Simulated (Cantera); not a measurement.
Mixture: CH₄ : O₂ : N₂ : H₂O = 1 : 2.33 : 8.74 : 1.6 (molar parts), at 10.9 atm, adiabatic and at constant pressure. Ignition delay is the time to a rise of 400 K.

Cantera simulation using GRI-Mech 3.0 (53 species, 325 reactions); the numbers are that mechanism's predictions, not measurements.

Problem. At T0 = 1525 K, what is the delay, and which 8 reactions control it most (d ln τ / d ln k, from doubling and halving each rate constant)?

Solution. The delay is 0.157 ms.
```json
[
 {"reaction": "CH3 + O2 <=> CH3O + O", "d ln τ / d ln k": "-0.45", "faster rate": "shortens it"},
 {"reaction": "2 CH3 (+M) <=> C2H6 (+M)", "d ln τ / d ln k": "0.43", "faster rate": "lengthens it"},
 {"reaction": "H + O2 <=> O + OH", "d ln τ / d ln k": "-0.29", "faster rate": "shortens it"},
 {"reaction": "CH3 + HO2 <=> CH3O + OH", "d ln τ / d ln k": "-0.25", "faster rate": "shortens it"},
 {"reaction": "CH4 + H <=> CH3 + H2", "d ln τ / d ln k": "0.24", "faster rate": "lengthens it"},
 {"reaction": "CH3 + O2 <=> CH2O + OH", "d ln τ / d ln k": "-0.21", "faster rate": "shortens it"},
 {"reaction": "CH2O + O2 <=> HCO + HO2", "d ln τ / d ln k": "-0.17", "faster rate": "shortens it"},
 {"reaction": "CH4 + OH <=> CH3 + H2O", "d ln τ / d ln k": "0.11", "faster rate": "lengthens it"}
]
```
